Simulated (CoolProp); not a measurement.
A closed Brayton cycle with carbon dioxide: compressor inlet 322.15 K and 9.6 MPa, high pressure 22.7 MPa, turbine inlet 935 K, compressor efficiency 0.89, turbine efficiency 0.9, recuperator effectiveness 0.95 (on enthalpy, no pinch check). Each further row changes one setting.

Computed with CoolProp (reference Helmholtz-energy equation of state, Span 1996).

```csv
case,thermal efficiency (%),net work (kJ/kg),compressor to turbine work,compressor exit (K),turbine exit (K)
as stated,(withheld),98.3,0.25,378.3,822.7
turbine inlet 885 K,38.2,(withheld),0.27,378.3,776.6
compressor inlet 332.15 K,39.2,(withheld),0.31,(withheld),822.7
high pressure 19.3 MPa,37.7,(withheld),0.24,367.6,(withheld)
recuperator effectiveness 0.5,(withheld),98.3,0.25,378.3,822.7
```

**Question.** Some entries are withheld; supply them.

**Answer.** 
- as stated, thermal efficiency (%): 39.6
- turbine inlet 885 K, net work (kJ/kg): 90.7
- compressor inlet 332.15 K, net work (kJ/kg): 90.4
- compressor inlet 332.15 K, compressor exit (K): 400.3
- high pressure 19.3 MPa, net work (kJ/kg): 82.2
- high pressure 19.3 MPa, turbine exit (K): 843.3
- recuperator effectiveness 0.5, thermal efficiency (%): 20.2
